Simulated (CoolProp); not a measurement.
Computed with CoolProp (reference Helmholtz-energy equation of state, Lemmon 2006). It is a short technical equation, of lower accuracy than the large ones.

Question: Give the vapour pressure (kPa), liquid density (kg/m³), liquid cp (kJ/(kg K)) of saturated C3F8 (R218) at -21.75, 47.65 °C.

Answer: 
```json
[
 {"T (°C)": "-21.75", "p (kPa)": "191", "liquid density (kg/m³)": "1550", "liquid cp (kJ/(kg K))": "1.01"},
 {"T (°C)": "47.65", "p (kPa)": "1530", "liquid density (kg/m³)": "1170", "liquid cp (kJ/(kg K))": "1.38"}
]
```
